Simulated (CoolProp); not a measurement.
Vapour-liquid equilibrium of R134a (1) + R142b (2) at 1.39 MPa; x and y are mole fractions of (1).

Computed with CoolProp (multi-fluid Helmholtz-energy mixture model, Tillner-Roth 1994 and Lemmon 2006; pair parameters Bell 2016).

```json
[
 {"x": "0.05", "bubble temperature, mixture model (K)": "351.1", "bubble temperature, Raoult's law (K)": "351.4", "y, mixture model": "0.083", "y, Raoult's law": "0.091"},
 {"x": "0.125", "bubble temperature, mixture model (K)": "347.9", "bubble temperature, Raoult's law (K)": "348.5", "y, mixture model": "(withheld)", "y, Raoult's law": "0.214"},
 {"x": "0.2", "bubble temperature, mixture model (K)": "345.0", "bubble temperature, Raoult's law (K)": "345.8", "y, mixture model": "0.297", "y, Raoult's law": "0.323"},
 {"x": "0.275", "bubble temperature, mixture model (K)": "342.3", "bubble temperature, Raoult's law (K)": "343.3", "y, mixture model": "0.388", "y, Raoult's law": "0.420"},
 {"x": "0.35", "bubble temperature, mixture model (K)": "339.8", "bubble temperature, Raoult's law (K)": "341.0", "y, mixture model": "0.471", "y, Raoult's law": "0.507"},
 {"x": "0.425", "bubble temperature, mixture model (K)": "337.5", "bubble temperature, Raoult's law (K)": "338.8", "y, mixture model": "(withheld)", "y, Raoult's law": "0.586"},
 {"x": "0.5", "bubble temperature, mixture model (K)": "335.5", "bubble temperature, Raoult's law (K)": "336.7", "y, mixture model": "0.616", "y, Raoult's law": "0.657"},
 {"x": "0.575", "bubble temperature, mixture model (K)": "333.6", "bubble temperature, Raoult's law (K)": "334.7", "y, mixture model": "0.681", "y, Raoult's law": "0.722"},
 {"x": "0.65", "bubble temperature, mixture model (K)": "(withheld)", "bubble temperature, Raoult's law (K)": "332.9", "y, mixture model": "0.742", "y, Raoult's law": "0.781"},
 {"x": "0.725", "bubble temperature, mixture model (K)": "330.2", "bubble temperature, Raoult's law (K)": "331.1", "y, mixture model": "(withheld)", "y, Raoult's law": "0.835"},
 {"x": "0.8", "bubble temperature, mixture model (K)": "(withheld)", "bubble temperature, Raoult's law (K)": "329.4", "y, mixture model": "(withheld)", "y, Raoult's law": "0.885"},
 {"x": "0.875", "bubble temperature, mixture model (K)": "327.4", "bubble temperature, Raoult's law (K)": "327.8", "y, mixture model": "0.910", "y, Raoult's law": "0.931"},
 {"x": "0.95", "bubble temperature, mixture model (K)": "326.1", "bubble temperature, Raoult's law (K)": "326.3", "y, mixture model": "(withheld)", "y, Raoult's law": "0.973"}
]
```

Fill in the missing entries.


- 0.125, y, mixture model: 0.196
- 0.425, y, mixture model: 0.547
- 0.65, bubble temperature, mixture model (K): 331.8
- 0.725, y, mixture model: 0.799
- 0.8, bubble temperature, mixture model (K): 328.7
- 0.8, y, mixture model: 0.855
- 0.95, y, mixture model: 0.964

The largest gap from Raoult's law is -1.3 K in bubble temperature, at x = 0.425. No azeotrope shows between x = 0.05 and 0.95.

The pair parameters rest on a limited set of measurements; away from them the model extrapolates.
